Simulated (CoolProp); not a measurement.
Vapour-liquid equilibrium of R134a (1) + R245fa (2) at 0.268 MPa; x and y are mole fractions of (1).

The numbers come from the multi-fluid Helmholtz-energy mixture model, Tillner-Roth 1994 and Akasaka 2015; pair parameters Akasaka 2014 in CoolProp.

```csv
x,"bubble temperature, mixture model (°C)","bubble temperature, Raoult's law (°C)","y, mixture model","y, Raoult's law"
0.05,…,37.7,0.160,0.178
0.2,27.6,26.9,0.492,0.525
0.35,…,18.7,…,0.716
0.5,…,12.2,…,0.832
0.65,…,6.9,0.892,0.906
0.8,…,2.5,0.949,0.956
0.95,-1.2,-1.3,0.989,0.991
```

**Question.** What belongs in the gaps?

**Answer.** 
- 0.05, bubble temperature, mixture model (°C): 38.0
- 0.35, bubble temperature, mixture model (°C): 19.4
- 0.35, y, mixture model: 0.688
- 0.5, bubble temperature, mixture model (°C): 12.8
- 0.5, y, mixture model: 0.811
- 0.65, bubble temperature, mixture model (°C): 7.4
- 0.8, bubble temperature, mixture model (°C): 2.8

The largest gap from Raoult's law is +0.7 K in bubble temperature, at x = 0.35. No azeotrope shows between x = 0.05 and 0.95.

Pair parameters are fitted to limited data, so mixtures are less certain than the pure fluids.
